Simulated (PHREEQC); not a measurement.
Dissolve 0.0027 mol/kgw Cu(BF4)2 at 25 °C. Closed to the air; pH follows from the charge balance.

Computed with PHREEQC (ion-association model, wateq4f.dat).

This is a speciation only: nothing precipitates in the calculation.

Question: Order these F species by the share of F that they hold, largest first: BF3OH-, HF, BF4-, F-, BF2(OH)2-.

Answer: BF4- (67 %), HF (14 %), F- (9.9 %), BF3OH- (6.2 %), BF2(OH)2- (1.9 %)

The pH is 2.99 and the ionic strength 0.00909 mol/kgw. Species that the database lacks are ignored. Real BF4- forms and hydrolyses slowly; the run takes it at equilibrium.
